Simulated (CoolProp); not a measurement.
Vapour-liquid equilibrium of methane (1) + ethane (2) at 163.5 K; x and y are mole fractions of (1).

Values from CoolProp's multi-fluid Helmholtz-energy mixture model, Setzmann 1991 and Bücker 2006; pair parameters Kunz 2012.

```tsv
x	bubble pressure (MPa)	y at the bubble point	dew pressure at overall composition x (MPa)	liquid density (mol/L)
0.05	0.1301	0.790	0.02903	19.13
0.15	0.3257	0.919	0.03245	19.52
0.25	0.5096	0.950	0.03677	19.89
0.35	0.6837	0.964	0.04241	20.25
0.45	0.8500	0.973	0.05010	20.57
0.55	1.011	0.979	0.06117	20.85
0.65	1.171	0.984	0.07850	21.07
0.75	1.334	0.988	0.1095	21.18
0.85	1.508	0.992	0.1808	21.12
0.95	1.708	0.997	0.5102	20.79
```

No azeotrope shows between x = 0.05 and 0.95.

Pair parameters are fitted to limited data, so mixtures are less certain than the pure fluids. The gap from Raoult's law changes sign with composition, which may be real or a fault of the pair parameters; it wasn't checked against measurements.
